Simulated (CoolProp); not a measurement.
Saturation properties of hydrogen chloride.

Model: reference Helmholtz-energy equation of state, Thol 2018, in CoolProp.

```tsv
T (°C)	p (MPa)	liquid density (kg/m³)	vapour density (kg/m³)	enthalpy of vaporisation (kJ/kg)	liquid cp (kJ/(kg K))
-60.95	0.3349	1123	7.409	415.9	1.687
-56.15	0.4109	1110	8.981	409.7	1.697
-51.45	0.4974	1097	10.76	403.4	1.709
-46.65	0.5994	1083	12.85	396.6	1.722
-41.85	0.7164	1069	15.24	389.6	1.737
-37.15	0.8469	1055	17.90	382.5	1.755
-32.35	0.9976	1041	21.00	374.8	1.775
-27.65	1.164	1026	24.43	367.0	1.798
-22.85	1.354	1010	28.39	358.6	1.825
-18.15	1.561	994.6	32.78	349.9	1.856
-13.35	1.797	978.0	37.84	340.6	1.893
-8.65	2.052	961.0	43.43	330.9	1.934
-3.85	2.339	942.9	49.90	320.4	1.985
0.95	2.654	924.0	57.24	309.3	2.045
```

It boils at -85.0 °C under 1 atm.
